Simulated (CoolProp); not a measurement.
Vapour-liquid equilibrium of R143a (1) + R236FA (2) at 9.67 bar; x and y are mole fractions of (1).

Model: multi-fluid Helmholtz-energy mixture model, Lemmon and Jacobsen 2000 and Pan 2012; pair parameters Bell 2016, in CoolProp.

Give the bubble temperature and the first vapour's composition at x = 0.05, 0.35, 0.95. Is there an azeotrope?

x = 0.05: 65.8 °C, y = 0.109; x = 0.35: 46.0 °C, y = 0.599; x = 0.95: 16.9 °C, y = 0.986. No azeotrope shows between x = 0.05 and 0.95.

The pair parameters rest on a limited set of measurements; away from them the model extrapolates.
